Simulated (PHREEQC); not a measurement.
1 kg of water holding 0.37 mol MgSO4 and 0.028 mol K2SO4 is evaporated at 25 °C; the solids stay in contact with the brine. No CO2 enters from the air. The run lets Arcanite, Brucite, Epsomite, Hexahydrite, Kieserite, Leonite, Misenite, Schoenite precipitate or redissolve, and no other solid.

The series has 16 steps of water left (kg), from 1 to 0.0107.

Model: Pitzer model, pitzer.dat, run in PHREEQC.

Problem. Which solids form, in which order, and at which step of the series does each first stand?

Solution. Epsomite from water left = 0.1124 kg; Schoenite from water left = 0.07924 kg.

Species that the database lacks are ignored.
